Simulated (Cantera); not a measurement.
An isothermal, constant-pressure homogeneous reactor starts with 19.6 % CH4, 80.4 % H2O, at 1473 K and 24.0 bar.

Detailed kinetics in Cantera: GRI-Mech 3.0 (53 species, 325 reactions). The pressure lies above the range GRI-Mech 3.0 was tuned for (to about 10 atm).

x: mole fraction; the columns are a selection and need not sum to one.

| t (s) | x CH4 | x H2O | x OH | x CH2CO | x CO |
|---|---|---|---|---|---|
| 6.00e-6 | 0.196 | 0.804 | 3.30e-8 | <1e-12 | <1e-12 |
| 2.10e-5 | 0.196 | 0.804 | 8.32e-8 | <1e-12 | 3.93e-11 |
| 7.33e-5 | 0.196 | 0.804 | 1.03e-7 | <1e-12 | 2.49e-9 |
| 0.000256 | 0.196 | 0.804 | 1.13e-7 | 1.02e-11 | 6.49e-8 |
| 0.000896 | 0.195 | 0.804 | 1.37e-7 | ___ | 1.77e-6 |
| 0.00313 | 0.192 | 0.803 | 1.59e-7 | ___ | 3.34e-5 |
| 0.0110 | 0.183 | 0.797 | 1.54e-7 | ___ | 0.000216 |
| 0.0383 | 0.157 | 0.780 | 1.42e-7 | ___ | 0.00105 |
| 0.134 | 0.121 | 0.749 | 1.51e-7 | ___ | 0.00404 |
| 0.468 | 0.120 | 0.709 | 1.33e-7 | ___ | 0.00884 |
| 1.64 | 0.115 | 0.649 | 1.02e-7 | ___ | 0.0193 |
| 5.72 | 0.0894 | 0.576 | 7.60e-8 | ___ | 0.0387 |
| 20.0 | 0.0512 | 0.496 | 5.65e-8 | ___ | 0.0657 |

**Question.** What belongs in the gaps?

**Answer.** 
- 0.000896, x CH2CO: 1.17e-9
- 0.00313, x CH2CO: 1.11e-7
- 0.0110, x CH2CO: 2.91e-6
- 0.0383, x CH2CO: 1.24e-5
- 0.134, x CH2CO: 1.80e-5
- 0.468, x CH2CO: 8.98e-6
- 1.64, x CH2CO: 2.25e-6
- 5.72, x CH2CO: 4.99e-7
- 20.0, x CH2CO: 1.62e-7
